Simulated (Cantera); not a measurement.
A Cantera script and what it prints.

```python
import numpy as np
import cantera as ct

gas_names = """
    B BF BF2 BF3 BN B2 F F2 N NF NF2 NF3 N2
""".split()
cond_names = """
    B(b) B(L) BN(s)
""".split()


def load(file, names, dense=False):
    # The tables refer to 1 bar. Condensed volumes are neglected.
    table = {s.name: s for s in ct.Species.list_from_file(file)}
    out = []
    for n in names:
        d = dict(table[n].input_data)
        d["thermo"] = dict(d["thermo"], **{"reference-pressure": 1e5})
        if dense:
            d["equation-of-state"] = {"model": "constant-volume", "density": "1e6 g/cm^3"}
        out.append(ct.Species.from_dict(d))
    return out


gas = ct.Solution(thermo="ideal-gas", species=load("nasa_gas.yaml", gas_names))
cond = {s.name: ct.Solution(thermo="fixed-stoichiometry", species=[s], name=s.name)
        for s in load("nasa_condensed.yaml", cond_names, dense=True)}
atoms = {
    'BN': {'B': 1, 'N': 1},
    'NF3': {'N': 1, 'F': 3},
    'N2': {'N': 2},
    'F2': {'F': 2},
}
top_T = {'BN(s)': 3200}  # K; cautious upper limits of use, not melting points


def equilibrate(T, P, feed):
    n = {}
    for name, mol in feed.items():
        for a, k in atoms[name].items():
            n[a] = n.get(a, 0.0) + k * mol
    gas.TPX = T, P, n
    mass = sum(n.values()) * gas.mean_molecular_weight
    gas.equilibrate("TP")
    valid = [c for c in cond.values() if c.min_temp <= T <= top_T.get(c.name, c.max_temp)]
    mix = ct.Mixture([(gas, mass / gas.mean_molecular_weight)] + [(c, 0.0) for c in valid])
    mix.T, mix.P = T, P
    mix.equilibrate("TP", solver="vcs", rtol=1e-11, max_steps=5000)
    return mix


results = []
feed = {'BN': 1, 'NF3': 1.1, 'N2': 46, 'F2': 16}  # mol
P = 30000  # Pa
for T in [875, 975, 1075, 1175, 1275, 1375, 1475, 1575, 1675]:
    mix = equilibrate(T, P, feed)
    results.append((T, P, feed, dict(zip(mix.species_names, mix.species_moles))))

top = {s: max(r[3][s] / sum(r[3][g] for g in gas_names) for r in results) for s in gas_names}
cols = sorted((s for s in top if top[s] > 0.0001), key=lambda s: -top[s])[:5]
seen = [c for c in cond_names if any(r[3].get(c, 0) > 1e-12 for r in results)]
print("log10 of partial pressures in bar; condensed amounts in mol")
print(f"{'T/K':>10s}" + "".join(f"{s[:9]:>10s}" for s in cols + seen))
for T, P, feed, n in results:
    ng = sum(n[g] for g in gas_names)
    print(f"{T:10.4g}" + "".join(f"{np.log10(max(n[s] / ng * P / 1e5, 1e-99)):10.3f}" for s in cols)
          + "".join(f"{n.get(c, 0):10.4g}" for c in seen))
```

It prints:

```
log10 of partial pressures in bar; condensed amounts in mol
       T/K        N2         F        F2       NF3       BF3
       875    -0.653    -2.279    -1.315    -1.721    -2.307
       975    -0.670    -1.734    -1.230    -2.396    -2.338
      1075    -0.690    -1.368    -1.320    -3.184    -2.362
      1175    -0.715    -1.133    -1.534    -4.047    -2.387
      1275    -0.736    -1.006    -1.860    -4.990    -2.408
      1375    -0.747    -0.952    -2.248    -5.954    -2.420
      1475    -0.752    -0.932    -2.637    -6.862    -2.425
      1575    -0.754    -0.924    -2.997    -7.684    -2.426
      1675    -0.755    -0.921    -3.323    -8.417    -2.427
```

Method: chemical equilibrium by Gibbs-energy minimisation in Cantera with the NASA 1993 tables (ideal gas, pure condensed phases).
